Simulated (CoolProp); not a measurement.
Vapour-liquid equilibrium of dimethyl ether (1) + n-pentane (2) at 0.138 MPa; x and y are mole fractions of (1).

Values from CoolProp's multi-fluid Helmholtz-energy mixture model, Wu 2011 and Thol 2019; pair parameters Bell 2016.

```json
[
 {"x": "0.05", "bubble temperature, mixture model (°C)": "39.4", "bubble temperature, Raoult's law (°C)": "36.4", "y, mixture model": "0.214", "y, Raoult's law": "0.294"},
 {"x": "0.2", "bubble temperature, mixture model (°C)": "18.6", "bubble temperature, Raoult's law (°C)": "18.0", "y, mixture model": "0.692", "y, Raoult's law": "0.696"},
 {"x": "0.35", "bubble temperature, mixture model (°C)": "2.6", "bubble temperature, Raoult's law (°C)": "6.6", "y, mixture model": "0.876", "y, Raoult's law": "0.846"},
 {"x": "0.5", "bubble temperature, mixture model (°C)": "-6.5", "bubble temperature, Raoult's law (°C)": "-1.5", "y, mixture model": "0.937", "y, Raoult's law": "0.917"},
 {"x": "0.65", "bubble temperature, mixture model (°C)": "-11.2", "bubble temperature, Raoult's law (°C)": "-7.5", "y, mixture model": "0.961", "y, Raoult's law": "0.956"},
 {"x": "0.8", "bubble temperature, mixture model (°C)": "-13.9", "bubble temperature, Raoult's law (°C)": "-12.3", "y, mixture model": "0.975", "y, Raoult's law": "0.980"},
 {"x": "0.95", "bubble temperature, mixture model (°C)": "-16.5", "bubble temperature, Raoult's law (°C)": "-16.3", "y, mixture model": "0.991", "y, Raoult's law": "0.996"}
]
```

The largest gap from Raoult's law is -5.0 K in bubble temperature, at x = 0.5. No azeotrope shows between x = 0.05 and 0.95.

The pair parameters rest on a limited set of measurements; away from them the model extrapolates. The gap from Raoult's law changes sign with composition, which may be real or a fault of the pair parameters; it wasn't checked against measurements.
